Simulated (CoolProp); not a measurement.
Vapour-liquid equilibrium of acetone (1) + n-dodecane (2) at 0.0934 MPa; x and y are mole fractions of (1).

Computed with CoolProp (multi-fluid Helmholtz-energy mixture model, Lemmon 2006 and Lemmon 2004; pair parameters Bell 2016).

Task: Give the bubble temperature and the first vapour's composition at x = 0.2, 0.35, 0.65. Is there an azeotrope?

Result: x = 0.2: 362.2 K, y = 0.989; x = 0.35: 340.6 K, y = 0.997; x = 0.65: 332.9 K, y = 0.998. No azeotrope shows between x = 0.05 and 0.95.

Pair parameters are fitted to limited data, so mixtures are less certain than the pure fluids. The gap from Raoult's law changes sign with composition, which may be real or a fault of the pair parameters; it wasn't checked against measurements. With so large a gap from Raoult's law the liquid may split in two, which this calculation doesn't test in full.
